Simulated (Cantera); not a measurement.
Feed: 1 mol Al₂O₃, 4.8 mol BCl₃, 18 mol O₂, at 1325 K and 5.40 Pa.

Method: chemical equilibrium by Gibbs-energy minimisation in Cantera with the NASA 1993 tables (ideal gas, pure condensed phases). Mutual solubility and eutectic melting of coexisting phases are not modelled. The tables' values for BOCl are old estimates; treat these amounts as uncertain. Condensed phases not in the tables: borates and borosilicate glass, alloys, solid solutions and most ternary compounds. The numbers say what is thermodynamically allowed, not how fast it happens.

| species | before | after |
|---|---|---|
| O₂ | 0.518 | 0.666 |
| Cl₂ | 0.0421 | 0.333 |
| Cl | 0.431 | 0.000734 |
| B₂O₃ | 0.00679 | <1e-9 |
| BOCl | 0.00170 | <1e-9 |
| BO₂ | 0.000455 | <1e-9 |
| O | 2.70e-5 | <1e-9 |
| ClO | 7.20e-5 | 5.35e-7 |
| Al₂O₃(s), mol | 1.000 | 1.00 |
| B₂O₃(l), mol | 2.18 | 2.40 |
Gas species are given as mole fractions.

Problem. What was changed between the two runs?
(A) temperature from 1325 K to 800 K
(B) temperature from 1325 K to 1648 K
(C) pressure from 5.40 Pa to 11000 Pa
(D) temperature from 1325 K to 1575 K

Solution. A, temperature from 1325 K to 800 K. Condensed phases not in the tables: AlOCl, borates and borosilicate glass, alloys, solid solutions and most ternary compounds
